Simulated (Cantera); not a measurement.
A Cantera script and what it prints.

```python
import numpy as np
import cantera as ct

gas_names = """
    H HNO HNO2 HNO3 HO2 H2 H2O H2O2 N NH NH2 NH3 NH2OH NO NO2 NO3 N2 N2H2 N2H4 N2O O OH O2 O3 Si SiH
    SiH2 SiH3 SiH4 SiN SiO SiO2 Si2 Si2N Si3
""".split()
cond_names = """
    H2O(s) H2O(L) Si(cr) Si(L) SiO2(Lqz) SiO2(hqz) SiO2(L) Si2N2O(s) Si3N4(a)
""".split()


# ... load() reads the species with a 1 bar reference pressure and builds the phases ...
atoms = {
    'Si2H6': {'Si': 2, 'H': 6},
    'NO': {'N': 1, 'O': 1},
    'N2': {'N': 2},
}
top_T = {'Si2N2O(s)': 2100, 'Si3N4(a)': 2400}  # K; cautious upper limits of use, not melting points


# ... equilibrate(T, P, feed) seeds the gas with the atoms and calls Mixture.equilibrate('TP', solver="vcs", rtol=1e-11, max_steps=5000) ...
results = []
feed = {'Si2H6': 1, 'NO': 2.1, 'N2': 120}  # mol
P = 730  # Pa
for T in [775, 925, 1075, 1225, 1375, 1525, 1675]:
    mix = equilibrate(T, P, feed)
    results.append((T, P, feed, dict(zip(mix.species_names, mix.species_moles))))
    x = sorted(zip(gas.X, gas.species_names), reverse=True)
    print(f"T = {T:g} K  P = {P:g} Pa  gas = {mix.phase_moles(0):.4g} mol")
    print("   x: " + "  ".join(f"{s} {v:.3e}" for v, s in x if v > 0.001))
    print("   condensed (mol): " + ("  ".join(f"{mix.phase(i).name} {mix.phase_moles(i):.4g}"
          for i in range(1, mix.n_phases) if mix.phase_moles(i) > 1e-12) or "none"))
```

Output:

```
T = 775 K  P = 730 Pa  gas = 123.4 mol
   x: N2 9.757e-01  H2 2.431e-02
   condensed (mol): SiO2(Lqz) 0.7333  Si2N2O(s) 0.6333
T = 925 K  P = 730 Pa  gas = 123.4 mol
   x: N2 9.757e-01  H2 2.431e-02
   condensed (mol): SiO2(hqz) 0.7333  Si2N2O(s) 0.6334
T = 1075 K  P = 730 Pa  gas = 123.4 mol
   x: N2 9.757e-01  H2 2.431e-02
   condensed (mol): SiO2(hqz) 0.7333  Si2N2O(s) 0.6334
T = 1225 K  P = 730 Pa  gas = 123.4 mol
   x: N2 9.757e-01  H2 2.431e-02
   condensed (mol): SiO2(hqz) 0.7332  Si2N2O(s) 0.6334
T = 1375 K  P = 730 Pa  gas = 123.4 mol
   x: N2 9.756e-01  H2 2.430e-02
   condensed (mol): SiO2(hqz) 0.7314  Si2N2O(s) 0.6318
T = 1525 K  P = 730 Pa  gas = 123.9 mol
   x: N2 9.727e-01  H2 2.418e-02  SiO 3.064e-03
   condensed (mol): SiO2(hqz) 0.6064  Si2N2O(s) 0.5069
T = 1675 K  P = 730 Pa  gas = 126 mol
   x: N2 9.610e-01  H2 2.368e-02  SiO 1.512e-02
   condensed (mol): SiO2(hqz) 0.09575
```

These are equilibrium values from Cantera (NASA tables, ideal gas, pure condensed phases), not measurements of a reactor. The feed counts by its element totals alone. Mutual solubility and eutectic melting of coexisting phases are not modelled. The tables hold silica as quartz up to 1696 K and as liquid above; real silica turns to tridymite and cristobalite and melts near 1996 K.
